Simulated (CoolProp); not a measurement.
Vapour-liquid equilibrium of R143a (1) + R152A (2) at 60.6 kPa; x and y are mole fractions of (1).

The numbers come from the multi-fluid Helmholtz-energy mixture model, Lemmon and Jacobsen 2000 and Outcalt 1996; pair parameters Bell 2016 in CoolProp.

| x | bubble temperature, mixture model (K) | bubble temperature, Raoult's law (K) | y, mixture model | y, Raoult's law |
|---|---|---|---|---|
| 0.05 | 235.5 | 236.3 | 0.160 | 0.133 |
| 0.125 | ___ | 233.7 | 0.337 | 0.298 |
| 0.2 | 229.8 | 231.4 | 0.465 | 0.431 |
| 0.275 | ___ | 229.3 | 0.562 | 0.539 |
| 0.35 | 225.7 | 227.4 | 0.640 | 0.627 |
| 0.425 | 224.1 | 225.6 | ___ | 0.701 |
| 0.5 | 222.7 | 224.0 | ___ | 0.763 |
| 0.575 | 221.4 | 222.5 | 0.803 | 0.815 |
| 0.65 | 220.3 | 221.1 | 0.844 | 0.859 |
| 0.725 | 219.2 | 219.8 | 0.881 | 0.898 |
| 0.8 | 218.1 | 218.5 | 0.916 | 0.931 |
| 0.875 | 217.2 | 217.4 | 0.949 | 0.960 |
| 0.95 | 216.2 | 216.3 | 0.980 | 0.985 |

Problem. Complete the blanks.

Solution. 
- 0.125, bubble temperature, mixture model (K): 232.4
- 0.275, bubble temperature, mixture model (K): 227.6
- 0.425, y, mixture model: 0.703
- 0.5, y, mixture model: 0.756

The largest gap from Raoult's law is -1.7 K in bubble temperature, at x = 0.275. No azeotrope shows between x = 0.05 and 0.95.

Pair parameters are fitted to limited data, so mixtures are less certain than the pure fluids.
